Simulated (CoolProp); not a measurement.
The fluid at 304.15 K and 0.0743 MPa expands adiabatically to 0.00798 MPa with isentropic efficiency 0.9. The same conditions are run with several fluids, on thermodynamics alone (safety and materials aside).

The numbers come from the reference Helmholtz-energy equation of state of each fluid (R1224YDZ: Akasaka 2023; isobutane: Bücker 2006; c-C4F8 (RC318): Platzer 1990) in CoolProp. The equations of Platzer and Polt are older, rougher fits.

```json
[
 {"fluid": "R1224YDZ", "work (kJ/kg)": "30.9", "final temperature (K)": "259.3", "final density (kg/m³)": "0.553"},
 {"fluid": "isobutane", "work (kJ/kg)": "78.3", "final temperature (K)": "253.0", "final density (kg/m³)": "0.221"},
 {"fluid": "c-C4F8 (RC318)", "work (kJ/kg)": "23.7", "final temperature (K)": "272.3", "final density (kg/m³)": "0.707"}
]
```
